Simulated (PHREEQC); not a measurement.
Solution (75 °C): 0.099 mol KH2PO4, 0.0028 mol NH3 and 0.0092 mol KCl per kg of water. Closed to the air; pH follows from the charge balance.

Computed with PHREEQC (ion-association model, wateq4f.dat).

The ionic strength comes out as 0.114 mol/kgw. What activity coefficients do HPO4-2, KHPO4-, H+, H2PO4-, NH4+ get?

HPO4-2 0.33, KHPO4- 0.76, H+ 0.81, H2PO4- 0.76, NH4+ 0.75.

Precipitation was switched off in this run. H3PO4, which wateq4f.dat lacks, is added to it with the constant of phreeqc.dat. Constants without temperature data keep their 25 °C values here.
